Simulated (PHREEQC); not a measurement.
## Spent oxide etchant: an equilibrium model

A solution holds 0.27 mol/kgw HF, 0.00055 mol/kgw H2SiF6 and 7.4e-05 mol/kgw HBF4, at 25 °C and 50 atm. Closed to the air; pH follows from the charge balance.

All values are PHREEQC results (ion-association model, phreeqc.dat), not measurements.

```yaml
pH: 1.73
ionic_strength: 0.0215 mol/kgw
total_alkalinity: -274 meq/kg
```

```tsv
species	molality	activity	log γ
HF	0.241	0.242	0.002
H+	0.0209	0.0186	-0.052
F-	0.0104	0.00894	-0.064
HF2-	0.00937	0.00813	-0.062
SiF6-2	0.000550	0.000316	-0.240
BF4-	7.39e-5	6.41e-5	-0.062
```

Precipitation was switched off in this run. Under pressure, the constants of complexes without a molar volume in the database are unreliable. SiF6-2 is the database's only silicon fluoride. Real BF4- forms and hydrolyses slowly; the run takes it at equilibrium.
